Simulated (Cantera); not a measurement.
Equilibrium for hydrogen reduction and annealing atmospheres: PbO + H₂

Charge: 1 mol PbO, 2.2 mol H₂, equilibrated at 5.78 Torr.

Method: chemical equilibrium by Gibbs-energy minimisation in Cantera with the NASA 1993 tables (ideal gas, pure condensed phases). Candidate condensed phases: H₂O, Pb, PbO, PbO₂, Pb₃O₄; 12 gas species. Equilibrium is a limit: real reactors are often held back by kinetics, nucleation or transport.

```json
[
 {"T (K)": "1750", "log p H₂": "-2.54", "log p Pb": "-2.62", "log p H₂O": "-2.62", "log p H": "-4.90", "log p OH": "-6.21", "log p PbO": "-5.50", "log p O": "-8.68", "log p O₂": "-9.11"},
 {"T (K)": "1775", "log p H₂": "-2.54", "log p Pb": "-2.62", "log p H₂O": "-2.62", "log p H": "-4.81", "log p OH": "-6.09", "log p PbO": "-5.45", "log p O": "-8.47", "log p O₂": "-8.90"},
 {"T (K)": "1800", "log p H₂": "-2.54", "log p Pb": "-2.62", "log p H₂O": "-2.62", "log p H": "-4.72", "log p OH": "-5.98", "log p PbO": "-5.40", "log p O": "-8.26", "log p O₂": "-8.70"},
 {"T (K)": "1825", "log p H₂": "-2.54", "log p Pb": "-2.62", "log p H₂O": "-2.62", "log p H": "-4.63", "log p OH": "-5.86", "log p PbO": "-5.35", "log p O": "-8.06", "log p O₂": "-8.50"},
 {"T (K)": "1850", "log p H₂": "-2.54", "log p Pb": "-2.62", "log p H₂O": "-2.62", "log p H": "-4.54", "log p OH": "-5.75", "log p PbO": "-5.30", "log p O": "-7.87", "log p O₂": "-8.30"},
 {"T (K)": "1875", "log p H₂": "-2.54", "log p Pb": "-2.62", "log p H₂O": "-2.62", "log p H": "-4.45", "log p OH": "-5.64", "log p PbO": "-5.26", "log p O": "-7.68", "log p O₂": "-8.11"},
 {"T (K)": "1900", "log p H₂": "-2.54", "log p Pb": "-2.62", "log p H₂O": "-2.62", "log p H": "-4.37", "log p OH": "-5.54", "log p PbO": "-5.21", "log p O": "-7.49", "log p O₂": "-7.93"},
 {"T (K)": "1925", "log p H₂": "-2.54", "log p Pb": "-2.62", "log p H₂O": "-2.62", "log p H": "-4.29", "log p OH": "-5.43", "log p PbO": "-5.17", "log p O": "-7.31", "log p O₂": "-7.75"},
 {"T (K)": "1950", "log p H₂": "-2.54", "log p Pb": "-2.62", "log p H₂O": "-2.62", "log p H": "-4.21", "log p OH": "-5.33", "log p PbO": "-5.13", "log p O": "-7.13", "log p O₂": "-7.57"},
 {"T (K)": "1975", "log p H₂": "-2.55", "log p Pb": "-2.62", "log p H₂O": "-2.62", "log p H": "-4.14", "log p OH": "-5.24", "log p PbO": "-5.08", "log p O": "-6.96", "log p O₂": "-7.40"},
 {"T (K)": "2000", "log p H₂": "-2.55", "log p Pb": "-2.62", "log p H₂O": "-2.62", "log p H": "-4.06", "log p OH": "-5.14", "log p PbO": "-5.04", "log p O": "-6.79", "log p O₂": "-7.23"},
 {"T (K)": "2025", "log p H₂": "-2.55", "log p Pb": "-2.62", "log p H₂O": "-2.63", "log p H": "-3.99", "log p OH": "-5.05", "log p PbO": "-5.00", "log p O": "-6.63", "log p O₂": "-7.07"},
 {"T (K)": "2050", "log p H₂": "-2.55", "log p Pb": "-2.62", "log p H₂O": "-2.63", "log p H": "-3.92", "log p OH": "-4.96", "log p PbO": "-4.97", "log p O": "-6.47", "log p O₂": "-6.91"},
 {"T (K)": "2075", "log p H₂": "-2.55", "log p Pb": "-2.63", "log p H₂O": "-2.63", "log p H": "-3.85", "log p OH": "-4.87", "log p PbO": "-4.93", "log p O": "-6.31", "log p O₂": "-6.76"}
]
```
log p: log10 of the partial pressure in bar; nothing condenses.

From 1750 K to 2075 K nothing is condensed. The main Pb-bearing gas is Pb throughout.
